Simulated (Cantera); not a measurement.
Charge: 1 mol (CH₃)₂SiCl₂, 0.82 mol CH₄, 1.8 mol H₂, equilibrated at 1425 K and 1.95 Torr.

Method: chemical equilibrium by Gibbs-energy minimisation in Cantera with the NASA 1993 tables (ideal gas, pure condensed phases). Candidate condensed phases: C, C₆H₆, C₇H₈, C₈H₁₈, Si, SiC; 109 gas species. The feed counts by its element totals alone. The tables' values for SiCl₃ are old estimates; treat these amounts as uncertain. Equilibrium is a limit: real reactors are often held back by kinetics, nucleation or transport.

Base state: H₂ 0.733, HCl 0.265, SiCl₂ 0.00155, H 0.000115, SiCl₃ 0.000102, Cl 3.39e-5, SiCl₄ 2.62e-5 (mole fractions); condensed: C(graphite) + SiC(s).

Question: What changes in the equilibrium state with this change: temperature from 1425 K to 1698 K?

Answer: 
| species | before | after |
|---|---|---|
| H₂ | 0.733 | 0.734 |
| HCl | 0.265 | 0.258 |
| SiCl₂ | 0.00155 | 0.00478 |
| H | 0.000115 | 0.00243 |
| C₂H₂ (acetylene) | 2.58e-6 | 5.29e-5 |
| Cl | 3.39e-5 | 0.000664 |
| SiCl₄ | 2.62e-5 | 1.47e-6 |
| SiCl₃ | 0.000102 | 5.97e-5 |
| C(graphite), mol | 1.83 | 1.86 |
| SiC(s), mol | 0.987 | 0.964 |

Question: What changes in the equilibrium state with this change: H₂ from 1.8 to 9.5 mol?

Answer: 
| species | before | after |
|---|---|---|
| H₂ | 0.733 | 0.868 |
| HCl | 0.265 | 0.131 |
| SiCl₂ | 0.00155 | 0.000321 |
| SiCl₄ | 2.62e-5 | 1.12e-6 |
| SiCl₃ | 0.000102 | 9.58e-6 |
| Cl | 3.39e-5 | 1.54e-5 |
| H | 0.000115 | 0.000125 |
| C(graphite), mol | 1.83 | 1.82 |
| SiC(s), mol | 0.987 | 0.995 |

Question: What changes in the equilibrium state with this change: temperature from 1425 K to 1498 K?

Answer: 
| species | before | after |
|---|---|---|
| H₂ | 0.733 | 0.733 |
| HCl | 0.265 | 0.264 |
| SiCl₂ | 0.00155 | 0.00220 |
| H | 0.000115 | 0.000289 |
| Cl | 3.39e-5 | 8.38e-5 |
| SiCl₄ | 2.62e-5 | 1.11e-5 |
| C(graphite), mol | 1.83 | 1.84 |
| SiC(s), mol | 0.987 | 0.983 |
